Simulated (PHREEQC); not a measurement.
## Spent oxide etchant (model solution)

A solution holds 0.0016 mol/kgw NH4HF2, 3.6e-05 mol/kgw (NH4)2SiF6 and 0.18 mol/kgw H3PO4, at 25 °C. Closed to the air; pH follows from the charge balance.

The numbers come from PHREEQC with the ion-association model, wateq4f.dat.

Each row changes one thing in this solution. No solid was allowed to form.

```tsv
case	pH	ionic strength (mol/kgw)	H2PO4- (mol/kgw)	HF (mol/kgw)	F- (mol/kgw)	H2F2 (mol/kgw)	SI of Quartz (SiO2)
as made	1.51	0.0375	0.0374	0.00322	8.42e-5	2.73e-5	-0.58
temperature from 25 to 85 °C	1.63	0.0289	0.0289	0.00337	3.54e-5	2.75e-6	…
NH4HF2 from 0.0016 to 0.00176 mol/kgw	1.51	0.0376	0.0374	0.00350	9.18e-5	3.22e-5	…
temperature from 25 to 5 °C	1.46	0.0420	0.0418	0.00302	9.96e-5	4.78e-5	-1.20
(NH4)2SiF6 replaced by K2SiO3 at the same molality	1.51	0.0375	0.0374	0.00303	7.93e-5	2.41e-5	…
temperature from 25 to 75 °C	1.61	0.0300	0.0299	0.00336	4.19e-5	4.18e-6	-1.09
H3PO4 from 0.18 to 0.198 mol/kgw	1.49	0.0396	0.0395	0.00323	8.03e-5	2.74e-5	…
```

Problem. Fill in the missing entries.

Solution. 
- temperature from 25 to 85 °C, SI of Quartz (SiO2): -1.19
- NH4HF2 from 0.0016 to 0.00176 mol/kgw, SI of Quartz (SiO2): -0.65
- (NH4)2SiF6 replaced by K2SiO3 at the same molality, SI of Quartz (SiO2): -0.55
- H3PO4 from 0.18 to 0.198 mol/kgw, SI of Quartz (SiO2): -0.57

H3PO4, which wateq4f.dat lacks, is added to it with the constant of phreeqc.dat. At this temperature some constants are extrapolated from 25 °C, and those without enthalpy data are left unchanged. SiF6-2 is the database's only silicon fluoride.
